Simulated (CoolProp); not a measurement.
The fluid at 355.97 K and 0.566 MPa is throttled through a valve to 0.0368 MPa with no heat exchange. The same conditions are run with several fluids, on thermodynamics alone (safety and materials aside).

Values from CoolProp's reference Helmholtz-energy equation of state of each fluid (oxygen: Schmidt 1985; R143a: Lemmon and Jacobsen 2000; propyne: Polt 1992; R1132(E): Akasaka 2024; CH3F (R41): Lemmon 2006). The equations of Platzer and Polt are older, rougher fits.

| fluid | temperature change (K) | final density (kg/m³) |
|---|---|---|
| oxygen | -1.0 | 0.399 |
| R143a | -5.8 | ___ |
| propyne | ___ | 0.510 |
| R1132(E) | ___ | 0.810 |
| CH3F (R41) | -5.9 | 0.431 |

### Question
Fill in the missing entries.

### Answer

- R143a, final density (kg/m³): 1.07
- propyne, temperature change (K): -7.3
- R1132(E), temperature change (K): -5.2

Above 300 K oxygen's equation is extrapolated.
